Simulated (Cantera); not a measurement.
Charge: 1 mol Si2Cl6, 0.021 mol HCl, 110 mol N2, equilibrated at 210 Pa.

Cantera equilibrium calculation (NASA polynomials, part measured and part estimated; ideal gas, pure solids and liquids). Candidate condensed phases: NH4Cl, Si, Si3N4; 28 gas species. The feed counts by its element totals alone. The tables' values for SiCl3 are old estimates; treat these amounts as uncertain. Equilibrium is a limit: real reactors are often held back by kinetics, nucleation or transport. All values below are at 1177 °C.

Base state: N2 0.981, SiCl2 0.00734, SiCl4 0.00681, SiCl3 0.00370, Cl 0.000532, HCl 0.000187 (mole fractions); condensed: gas only.

**Question.** What changes in the equilibrium state with this change: Si2Cl6 replaced by SiH2Cl2?

**Answer.** 
```
species          before    after
-------------  --------  -------
N2                0.981    0.982
HCl            0.000187   0.0105
H2              3.51e-9  0.00381
SiCl4           0.00681  9.69e-6
SiCl2           0.00734  0.00364
H               1.22e-8  1.27e-5
SiCl3           0.00370  9.82e-5
Cl             0.000532  2.85e-5
Si3N4(s), mol         0    0.194
```
N2 is the only nitrogen source here; it is nearly inert below about 1500 K, so the nitride shown seldom forms there in practice.
